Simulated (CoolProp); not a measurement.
Hexamethyldisiloxane (MM) along the isotherm 295.65 °C: Z from the reference equation and from simpler models built on Tc = 245.6 °C, pc = 19.31 bar, ω = 0.418; each cubic takes its own stable root.

The numbers come from the reference Helmholtz-energy equation of state, Thol 2016 in CoolProp.

| p (bar) | phase | reference |
|---|---|---|
| 24.1 | supercritical | 0.6244 |
| 48.3 | supercritical | 0.4388 |
| 72.4 | supercritical | 0.5588 |
| 96.6 | supercritical | 0.6926 |
| 121 | supercritical | 0.8270 |
| 145 | supercritical | 0.9571 |
| 169 | supercritical | 1.085 |
| 193 | supercritical | 1.211 |

Task: How far does each simpler model (van der Waals, Redlich-Kwong) lie from the reference over these 8 states: mean and median of the absolute difference, and the worst?

Result: 
- van der Waals: mean 23.6 %, median 26.3 %, worst +27.5 % at 295.65 °C and 193 bar
- Redlich-Kwong: mean 2.8 %, median 2.3 %, worst -7.0 % at 295.65 °C and 24.1 bar
